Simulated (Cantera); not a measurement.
Input: 1 mol CH₃SiH₃, 0.26 mol C₂H₂, 26 mol H₂, at 4.70 mbar.

Cantera equilibrium calculation (NASA polynomials, part measured and part estimated; ideal gas, pure solids and liquids). Candidate condensed phases: C, C₆H₆, C₇H₈, C₈H₁₈, Si, SiC; 87 gas species. The feed counts by its element totals alone. Gases not in the tables: Si₂H₆ and higher silanes. Equilibrium is a limit: real reactors are often held back by kinetics, nucleation or transport.

x: gas mole fraction; n: condensed amount in mol.

```json
[
 {"T (K)": "1273", "x H₂": "1.000", "x H": "1.04e-5", "x Si": "9.85e-12", "x C₂H₂ (acetylene)": "3.72e-7", "x SiC₂": "<1e-12", "n C(graphite)": "0.519", "n SiC(s)": "1.00"},
 {"T (K)": "1373", "x H₂": "1.000", "x H": "4.86e-5", "x Si": "3.50e-10", "x C₂H₂ (acetylene)": "1.73e-6", "x SiC₂": "<1e-12", "n C(graphite)": "0.519", "n SiC(s)": "1.00"},
 {"T (K)": "1473", "x H₂": "1.000", "x H": "___", "x Si": "___", "x C₂H₂ (acetylene)": "___", "x SiC₂": "___", "n C(graphite)": "0.519", "n SiC(s)": "1.00"},
 {"T (K)": "1573", "x H₂": "0.999", "x H": "0.000593", "x Si": "1.12e-7", "x C₂H₂ (acetylene)": "2.06e-5", "x SiC₂": "3.54e-10", "n C(graphite)": "0.519", "n SiC(s)": "1.000"},
 {"T (K)": "1673", "x H₂": "0.998", "x H": "___", "x Si": "___", "x C₂H₂ (acetylene)": "___", "x SiC₂": "___", "n C(graphite)": "0.517", "n SiC(s)": "1.000"},
 {"T (K)": "1773", "x H₂": "0.996", "x H": "0.00414", "x Si": "9.63e-6", "x C₂H₂ (acetylene)": "0.000139", "x SiC₂": "1.20e-7", "n C(graphite)": "0.512", "n SiC(s)": "1.000"},
 {"T (K)": "1873", "x H₂": "0.990", "x H": "0.00937", "x Si": "6.23e-5", "x C₂H₂ (acetylene)": "0.000309", "x SiC₂": "1.37e-6", "n C(graphite)": "0.504", "n SiC(s)": "0.998"},
 {"T (K)": "1973", "x H₂": "0.980", "x H": "0.0195", "x Si": "0.000333", "x C₂H₂ (acetylene)": "0.000627", "x SiC₂": "1.21e-5", "n C(graphite)": "0.493", "n SiC(s)": "0.989"},
 {"T (K)": "2073", "x H₂": "0.960", "x H": "0.0376", "x Si": "0.00151", "x C₂H₂ (acetylene)": "0.00118", "x SiC₂": "8.67e-5", "n C(graphite)": "0.496", "n SiC(s)": "0.947"},
 {"T (K)": "2173", "x H₂": "0.923", "x H": "0.0676", "x Si": "0.00594", "x C₂H₂ (acetylene)": "0.00204", "x SiC₂": "0.000515", "n C(graphite)": "0.577", "n SiC(s)": "0.777"},
 {"T (K)": "2273", "x H₂": "0.858", "x H": "0.113", "x Si": "0.0207", "x C₂H₂ (acetylene)": "0.00323", "x SiC₂": "0.00260", "n C(graphite)": "0.959", "n SiC(s)": "0.137"},
 {"T (K)": "2373", "x H₂": "0.785", "x H": "0.181", "x Si": "0.0236", "x C₂H₂ (acetylene)": "0.00483", "x SiC₂": "0.00416", "n C(graphite)": "0.886", "n SiC(s)": "0"}
]
```

### Question
Some entries are withheld; supply them.

### Answer

- 1473, x H: 0.000185
- 1473, x Si: 7.62e-9
- 1473, x C₂H₂ (acetylene): 6.50e-6
- 1473, x SiC₂: 1.05e-11
- 1673, x H: 0.00166
- 1673, x Si: 1.19e-6
- 1673, x C₂H₂ (acetylene): 5.69e-5
- 1673, x SiC₂: 7.78e-9
